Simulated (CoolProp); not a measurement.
Methane at 298.15 K and 2.08 MPa flows at 14 m/s in a round tube of 1 mm bore and 1.5 µm roughness, fully developed (64/Re and Nu = 3.66 if laminar; Colebrook and Gnielinski if turbulent). Each further row changes one setting.

Model: reference Helmholtz-energy equation of state, Setzmann 1991, in CoolProp.

| case | Reynolds number | Darcy friction factor | pressure drop (Pa/m) | heat-transfer coefficient (W/(m² K)) | mass flow (kg/h) |
|---|---|---|---|---|---|
| as stated | 17000 | 0.0297 | ? | 1850 | 0.552 |
| velocity 28 m/s | 34000 | ? | 145000 | 3380 | 1.10 |
| diameter 2 mm | 34000 | 0.0248 | 17000 | 1570 | ? |

### Question
What belongs in the gaps?

### Answer

- as stated, pressure drop (Pa/m): 40700
- velocity 28 m/s, Darcy friction factor: 0.0266
- diameter 2 mm, mass flow (kg/h): 2.21

Viscosity comes from a separate model (Quiñones-Cisneros 2006). Thermal conductivity comes from a separate model (Friend 1989).
